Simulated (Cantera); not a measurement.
What does this Cantera script print?

```python
import numpy as np
import cantera as ct

gas = ct.Solution("gri30.yaml")
gas.TPX = 1473, 390, {'H2': 0.016, 'O2': 1, 'N2': 0.18}
inlet = ct.Reservoir(gas, clone=True)

reactor = ct.IdealGasConstPressureReactor(gas, energy="off", clone=False)
exhaust = ct.Reservoir(gas, clone=True)
tau = [2.1, 0.91, 0.4, 0.18, 0.079, 0.035, 0.016, 0.0069, 0.0031, 0.0014][0]
for a, b in ((inlet, reactor), (reactor, exhaust)):
    ct.MassFlowController(a, b, mdot=lambda t: reactor.mass / tau)
net = ct.ReactorNet([reactor])
show = ['H2', 'O2', 'H', 'NO2', 'OH', 'O']

rows = []
print(f"{'tau/s':>10s}{'T/K':>9s}" + "".join(f"{s:>11s}" for s in show))
for tau in [2.1, 0.91, 0.4, 0.18, 0.079, 0.035, 0.016, 0.0069, 0.0031, 0.0014]:
    net.initial_time = 0.0
    net.advance(30 * tau)
    before = gas.X
    net.advance(40 * tau)
    drift = np.max(np.abs(gas.X - before) / (gas.X + 1e-9))
    rows.append([gas.T, *gas[show].X, drift])
    print(f"{tau:10.3e}{gas.T:9.1f}" + "".join(f"{x:11.3e}" for x in gas[show].X))
```

It prints:

```
     tau/s      T/K         H2         O2          H        NO2         OH          O
 2.100e+00   1473.0  6.858e-05  8.264e-01  3.213e-04  3.230e-12  1.757e-03  8.368e-03
 9.100e-01   1473.0  8.824e-05  8.250e-01  4.066e-04  1.569e-12  1.899e-03  9.770e-03
 4.000e-01   1473.0  1.166e-04  8.242e-01  4.641e-04  7.294e-13  1.994e-03  1.059e-02
 1.800e-01   1473.0  1.684e-04  8.239e-01  5.017e-04  3.317e-13  2.074e-03  1.094e-02
 7.900e-02   1473.0  2.816e-04  8.238e-01  5.357e-04  1.415e-13  2.185e-03  1.098e-02
 3.500e-02   1473.0  5.235e-04  8.239e-01  5.771e-04  5.836e-14  2.366e-03  1.070e-02
 1.600e-02   1473.0  1.008e-03  8.244e-01  6.271e-04  2.371e-14  2.632e-03  1.006e-02
 6.900e-03   1473.0  2.079e-03  8.255e-01  6.696e-04  8.278e-15  2.968e-03  8.787e-03
 3.100e-03   1473.0  4.115e-03  8.275e-01  6.344e-04  2.591e-15  3.088e-03  6.757e-03
 1.400e-03   1473.0  7.967e-03  8.311e-01  4.128e-04  5.291e-16  2.339e-03  3.620e-03
```

Model: GRI-Mech 3.0 (53 species, 325 reactions), integrated in Cantera. Radical loss at walls, strong at low pressure, is not modelled.
